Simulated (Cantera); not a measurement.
A closed system holds: 1 mol B2H6, 5.1 mol NH3, 0.24 mol H2, at 1152 °C and 13.0 Pa.

Cantera equilibrium calculation (NASA polynomials, part measured and part estimated; ideal gas, pure solids and liquids). Candidate condensed phases: B, BN; 15 gas species. The feed counts by its element totals alone. The numbers say what is thermodynamically allowed, not how fast it happens.

Base state: H2 0.875, N2 0.125, H 0.000560 (mole fractions); condensed: BN(s).

Problem. What changes in the equilibrium state with this change: temperature from 1152 °C to 1227 °C?

Solution. 
| species | before | after |
|---|---|---|
| H2 | 0.875 | 0.874 |
| N2 | 0.125 | 0.125 |
| H | 0.000560 | 0.00144 |
| BN(s), mol | 2.00 | 2.00 |
